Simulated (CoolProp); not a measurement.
The fluid at 293.15 K and 6.77 MPa (liquid) is heated at constant pressure to 472 K. The same conditions are run with several fluids, on thermodynamics alone (safety and materials aside).

Model: reference Helmholtz-energy equation of state of each fluid (R365MFC: Lemmon 2016; trans-2-butene: Lemmon 2005; R123: Younglove 1994; isobutane: Bücker 2006), in CoolProp.

| fluid | heat (kJ/kg) | final density (kg/m³) |
|---|---|---|
| R365MFC | 281 | 782 |
| trans-2-butene | (withheld) | (withheld) |
| R123 | (withheld) | 873 |
| isobutane | 578 | (withheld) |

**Question.** What belongs in the gaps?

**Answer.** 
- trans-2-butene, heat (kJ/kg): 555
- trans-2-butene, final density (kg/m³): 221
- R123, heat (kJ/kg): 206
- isobutane, final density (kg/m³): 185
